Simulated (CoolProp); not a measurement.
n-perfluorobutane along the isobar 10000 kPa: Z from the reference equation and from simpler models built on Tc = 113.2 °C, pc = 2322 kPa, ω = 0.372; each cubic takes its own stable root.

Computed with CoolProp (reference Helmholtz-energy equation of state, Gao 2022).

| T (°C) | phase | reference |
|---|---|---|
| 28.45 | liquid | 0.6132 |
| 34.55 | liquid | 0.6087 |
| 40.65 | liquid | 0.6046 |
| 46.85 | liquid | 0.6010 |
| 52.95 | liquid | 0.5978 |
| 59.05 | liquid | 0.5951 |
| 65.25 | liquid | 0.5929 |
| 71.35 | liquid | 0.5911 |
| 77.45 | liquid | 0.5898 |
| 83.65 | liquid | 0.5891 |
| 89.75 | liquid | 0.5889 |
| 95.85 | liquid | 0.5892 |

### Question
How far does each simpler model (van der Waals, Redlich-Kwong, Soave-Redlich-Kwong, Peng-Robinson) lie from the reference over these 12 states: mean and median of the absolute difference, and the worst?

### Answer
- van der Waals: mean 43.1 %, median 43.3 %, worst +47.6 % at 28.45 °C and 10000 kPa
- Redlich-Kwong: mean 6.8 %, median 6.9 %, worst +7.1 % at 28.45 °C and 10000 kPa
- Soave-Redlich-Kwong: mean 4.0 %, median 3.9 %, worst +5.0 % at 95.85 °C and 10000 kPa
- Peng-Robinson: mean 7.3 %, median 7.4 %, worst -7.9 % at 28.45 °C and 10000 kPa
